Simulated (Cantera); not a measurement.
Feed: 1 mol SiCl4, 0.18 mol NH3, 16 mol N2, at 0.00133 bar.

Method: chemical equilibrium by Gibbs-energy minimisation in Cantera with the NASA 1993 tables (ideal gas, pure condensed phases). Candidate condensed phases: NH4Cl, Si, Si3N4; 28 gas species. The tables' values for SiCl3, SiCl are old estimates; treat these amounts as uncertain. Equilibrium is a limit: real reactors are often held back by kinetics, nucleation or transport. All values below are at 1975 K.

Base state: N2 0.843, Cl 0.0761, SiCl2 0.0508, HCl 0.0277, SiCl3 0.00127, H 0.000382, SiCl 0.000225, H2 0.000104 (mole fractions); condensed: gas only.

Q: What changes in the equilibrium state with this change: SiCl4 replaced by SiH4?

A: 
| species | before | after |
|---|---|---|
| N2 | 0.843 | 0.849 |
| H2 | 0.000104 | 0.113 |
| Si | 6.76e-5 | 0.0242 |
| Cl | 0.0761 | 0 |
| SiCl2 | 0.0508 | 0 |
| HCl | 0.0277 | 0 |
| H | 0.000382 | 0.0126 |
| SiCl3 | 0.00127 | 0 |
| SiCl | 0.000225 | 0 |
| Si(l), mol | 0 | 0.509 |
The tables' values for SiN are old estimates; treat these amounts as uncertain. Gases not in the tables: Si2H6 and higher silanes.

Q: What changes in the equilibrium state with this change: 0.16 mol H2O added?

A: 
```
species    before     after
-------  --------  --------
N2          0.843     0.829
Cl         0.0761    0.0755
HCl        0.0277    0.0432
SiCl2      0.0508    0.0420
SiO             0   0.00824
H2       0.000104  0.000257
H        0.000382  0.000600
SiCl4     3.77e-5   3.07e-5
SiCl3     0.00127   0.00104
```
Further candidate phases: H2O, SiO2, Si2N2O.
